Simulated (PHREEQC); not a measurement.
## Spent oxide etchant: an equilibrium model

Dissolve 0.00117 mol HF and 0.0089 mol H2SiF6 per kg of water at 25 °C. It is in equilibrium with CO2 at log p = -1 (atm). Otherwise closed; pH follows from the charge balance.

Equilibrium calculation in PHREEQC: ion-association model, phreeqc.dat.

This is a speciation only: nothing precipitates in the calculation.

Task: What pH, ionic strength does the model give?

Result: pH 1.83; ionic strength 0.0250 mol/kgw.

Task: In which forms is Si present?

Result: SiF6-2 93 %, H4SiO4 7.2 % of the Si.

Examples of supersaturated solids here: Quartz (slow to form), Chalcedony (slow to form). Others may be too. Species that the database lacks are ignored. SiF6-2 is the database's only silicon fluoride.
